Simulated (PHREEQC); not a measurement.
Synthetic water in mmol/kgw, 25 °C, pH 2.88, pe 12.7: Na 78.8; K 0.195; Ca 3.48; Mg 6.75; Cl 36.6; S(6) 43.5; Zn 1.24; B 0.0402; Al 9.94; F 0.3.

Cl is adjusted to close the charge balance.
Valence states are taken as typed.

Equilibrium calculation in PHREEQC: ion-association model, wateq4f.dat.

Each row changes one thing in this solution. Precipitation was switched off in this run.

```tsv
case	ionic strength (mol/kgw)	Mg+2 (mol/kgw)	MgSO4 (mol/kgw)	HSO4- (mol/kgw)	Al+3 (mol/kgw)	K+ (mol/kgw)	SI of Gypsum (CaSO4:2H2O)	SI of Epsomite (MgSO4:7H2O)
as made	0.138	0.00399	0.00276	0.00138	0.00127	0.000185	-0.61	-2.78
K from 0.195 to 0.0975 mmol/kgw	0.138	0.00399	0.00276	0.00138	0.00127	9.24e-5	-0.61	-2.78
temperature from 25 to 65 °C at the same typed pH	0.130	0.00289	0.00386	0.00312	0.00109	0.000180	-0.65	-3.28
```

At this temperature some constants are extrapolated from 25 °C, and those without enthalpy data are left unchanged. Real BF4- forms and hydrolyses slowly; the run takes it at equilibrium. Fluoro complexes past AlF4- and FeF3 are missing from the database.
